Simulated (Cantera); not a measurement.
Charge: 1 mol Cu, 0.32 mol H2O, 4.5 mol N2, at 1798.15 K and 0.000780 bar.

Cantera equilibrium calculation (NASA polynomials, part measured and part estimated; ideal gas, pure solids and liquids). Candidate condensed phases: Cu, CuO, Cu(OH)2, Cu2O, H2O; 27 gas species. Rates play no part.

Base state: N2 0.771, Cu 0.171, H2O 0.0513, H2 0.00285, O2 0.00116, OH 0.000797, H 0.000674, NO 0.000304 (mole fractions); condensed: gas only.

What changes in the equilibrium state with this change: pressure from 0.000780 bar to 24.0 bar?


```csv
species,before,after
N2,0.771,0.933
H2O,0.0513,0.0662
H2,0.00285,0.000129
Cu,0.171,2.21e-5
Cu2,8.21e-5,4.20e-8
O,0.000146,1.35e-7
H,0.000674,8.18e-7
CuO,2.16e-5,7.95e-8
O2,0.00116,3.07e-5
"Cu(l), mol",0,1.000
```
